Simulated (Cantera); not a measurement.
Feed: 1 mol CH3SiH3, 0.36 mol C3H8, 2.4 mol H2, held at 7.50 Torr.

Method: chemical equilibrium by Gibbs-energy minimisation in Cantera with the NASA 1993 tables (ideal gas, pure condensed phases). Candidate condensed phases: C, C6H6, C7H8, C8H18, Si, SiC; 87 gas species. The feed counts by its element totals alone. Rates play no part. All values below are at 2050 K.

Base state: H2 0.976, H 0.0224, C2H2 (acetylene) 0.00104, Si 0.000507, SiH 3.03e-5, SiC2 2.64e-5, Si2C 1.71e-5 (mole fractions); condensed: C(graphite) + SiC(s).

What changes in the equilibrium state with this change: CH3SiH3 replaced by (CH3)2SiCl2?


| species | before | after |
|---|---|---|
| H2 | 0.976 | 0.738 |
| HCl | 0 | 0.226 |
| H | 0.0224 | 0.0195 |
| SiCl2 | 0 | 0.0103 |
| Cl | 0 | 0.00443 |
| SiCl | 0 | 0.000314 |
| SiCl3 | 0 | 5.26e-5 |
| C(graphite), mol | 1.07 | 2.16 |
| SiC(s), mol | 0.996 | 0.910 |
The tables' values for SiCl, SiCl3 are old estimates; treat these amounts as uncertain.
